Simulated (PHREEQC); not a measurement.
Consider water at 20 °C with 40 mmol/kgw NaH2PO4 and 3.1 mmol/kgw NaOH. Closed to the air; pH follows from the charge balance.

Computed with PHREEQC (ion-association model, phreeqc.dat).

No solid was allowed to form.

Order these P species by the share of P that they hold, largest first: HPO4-2, NaHPO4-, H2PO4-.

H2PO4- (92 %), HPO4-2 (7.5 %), NaHPO4- (0.30 %)

The pH is 5.88 and the ionic strength 0.0460 mol/kgw.
